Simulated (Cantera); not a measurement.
What does this Cantera script print?

```python
import numpy as np
import cantera as ct

gas = ct.Solution("gri30.yaml")


def delay(T, t_max=10):
    gas.TPX = T, 31000, {'CH4': 1, 'C2H6': 0.14, 'O2': 1.31, 'N2': 4.93}
    reactor = ct.IdealGasConstPressureReactor(gas, clone=False)
    net = ct.ReactorNet([reactor])
    net.rtol, net.atol = 1e-8, 1e-16
    while net.time < t_max:
        t_old, T_old = net.time, reactor.T
        net.step()
        if reactor.T > T + 400:  # ignition: a rise of 400 K
            return t_old + (T + 400 - T_old) / (reactor.T - T_old) * (net.time - t_old)
    return np.nan


taus = []
for T in [1000, 1100, 1200, 1300, 1400, 1500, 1600, 1700, 1800, 1900]:
    taus.append(delay(T))
    print(f"T0 = {T:6g} K   tau = {taus[-1]:.4e} s")
```

Result:

```
T0 =   1000 K   tau = 2.5271e-01 s
T0 =   1100 K   tau = 4.0081e-02 s
T0 =   1200 K   tau = 1.0791e-02 s
T0 =   1300 K   tau = 3.7525e-03 s
T0 =   1400 K   tau = 1.4292e-03 s
T0 =   1500 K   tau = 5.9521e-04 s
T0 =   1600 K   tau = 2.8099e-04 s
T0 =   1700 K   tau = 1.5161e-04 s
T0 =   1800 K   tau = 9.1907e-05 s
T0 =   1900 K   tau = 6.1125e-05 s
```

Computed with Cantera and GRI-Mech 3.0 (53 species, 325 reactions).
